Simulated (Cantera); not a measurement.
A perfectly stirred reactor is fed with CH₄ : C₂H₆ : C₃H₈ : O₂ : N₂ = 1 : 0.13 : 0.43 : 3.07 : 11.5 (molar parts), at 5.90 bar; it is adiabatic with a 650 K inlet, and is followed from long to short residence time, starting on the burning branch (τ in s: 0.26, 0.089, 0.03, 0.0099, 0.0033, 0.0011, 0.00037, 0.00012, 4.2e-05, 1.4e-05).

Computed with Cantera and GRI-Mech 3.0 (53 species, 325 reactions). GRI-Mech 3.0 was tuned for natural gas; its chemistry of propane as a main component is partial and can be far from experiment.

**Question.** What does this change do: CH4 1 to 1.5 parts?

**Answer.** 
| quantity | before | after |
|---|---|---|
| blow-out, bracketed by the residence times tried | burning at 0.120 ms, out at 42.0 µs | burning at 0.370 ms, out at 0.120 ms |
| x(CH₄) at τ = 0.260 s | 3.43e-5 | 0.00152 |
| x(C₂H₆) at τ = 0.260 s | 7.40e-9 | 2.38e-7 |
| x(C₃H₈) at τ = 0.260 s | 1.88e-8 | 6.36e-8 |
| x(H) at τ = 0.260 s | 0.000684 | 0.000217 |
| x(O) at τ = 0.260 s | 1.47e-6 | 4.30e-8 |
| x(CH₄) at τ = 1.10 ms | 0.00154 | 0.0105 |
| x(C₂H₆) at τ = 1.10 ms | 2.90e-6 | 4.60e-5 |
| x(C₃H₈) at τ = 1.10 ms | 3.58e-6 | 1.13e-5 |
| x(H) at τ = 1.10 ms | 0.00112 | 0.000376 |
| x(O) at τ = 1.10 ms | 8.74e-6 | 2.53e-6 |
